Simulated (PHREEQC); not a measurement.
3.5 g of hydrous ferric oxide (600 m²/g; 0.2 weak and 0.005 strong sites per Fe, Dzombak-Morel constants, diffuse double layer) in 1 kg of water with 0.05 mol/kgw of an inert sodium salt and 8.9 mmol/kgw BaCl2, at 25 °C; the pH is set by adding NaOH or the inert anion's acid. Oxygen is held at 0.21 atm. CO2 from the air is kept out. No solid was allowed to form.

Base run: PHREEQC, ion-association model, wateq4f.dat. Each further column changes one thing. The table gives surface charge σ (C/m²).

```tsv
pH	base	background salt from 0.05 to 0.005 mol/kgw	oxide from 3.5 to 18 g/kgw	0.0022 mol/kgw CaCl2 added
4	0.313	0.277	0.319	0.316
4.38	0.275	0.233	0.282	0.279
5.12	0.189	0.150	0.194	0.193
5.5	0.149	0.114	0.152	0.152
6.25	0.086	0.063	0.087	0.089
6.62	0.064	0.046	0.064	0.066
7.38	0.028	0.019	0.028	0.029
7.75	0.015	0.010	0.015	0.017
8.5	-0.005	-0.003	-0.006	0.002
8.88	-0.010	-0.006	-0.014	-0.002
9.62	-0.015	-0.008	-0.034	-0.007
10	-0.016	-0.009	-0.050	-0.008
```
